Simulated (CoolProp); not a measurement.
Vapour-liquid equilibrium of carbon dioxide (1) + isobutane (2) at 6.6 bar; x and y are mole fractions of (1).

Values from CoolProp's multi-fluid Helmholtz-energy mixture model, Span 1996 and Bücker 2006; pair parameters Kunz 2012.

### Question
Give the bubble temperature and the first vapour's composition at x = 0.05, 0.425, 0.95. Is there an azeotrope?

### Answer
x = 0.05: 24.1 °C, y = 0.467; x = 0.425: -38.9 °C, y = 0.963; x = 0.95: -49.7 °C, y = 0.994. No azeotrope shows between x = 0.05 and 0.95.

Pair parameters are fitted to limited data, so mixtures are less certain than the pure fluids. With so large a gap from Raoult's law the liquid may split in two, which this calculation doesn't test in full.
